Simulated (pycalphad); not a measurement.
Source of the numbers: pycalphad with the COST 507 light-alloy database (1999); pressure 1 atm. These are 1990s assessments: newer ones move some temperatures and phases. Amounts are mole fractions of atoms.

Question: Give the equilibrium state of Si-24.8Al (at.%) at 1100 K.

Answer: 
```
T = 1100.00 K, P = 101325 Pa, N = 1 mol of atoms
G = -40038 J/mol, H = 27578 J/mol, S = 61.47 J/(mol K)  (SER reference)
chemical potentials (J/mol): Si -35242, Al -54579
phase             fraction      x(Si)      x(Al)
DIAMOND_A4          0.6477     1.0000   1.74e-05
LIQUID              0.3523     0.2961     0.7039
```

Question: Give the equilibrium state of Si-24.8Al (at.%) at 750 K.

Answer: 
```
T = 750.00 K, P = 101325 Pa, N = 1 mol of atoms
G = -21440 J/mol, H = 11027 J/mol, S = 43.29 J/(mol K)  (SER reference)
chemical potentials (J/mol): Si -19438, Al -27511
phase             fraction      x(Si)      x(Al)
DIAMOND_A4          0.7505     1.0000   1.06e-07
FCC_A1              0.2495     0.0061     0.9939
```

FCC_A1 is fcc; DIAMOND_A4 is diamond (Si).
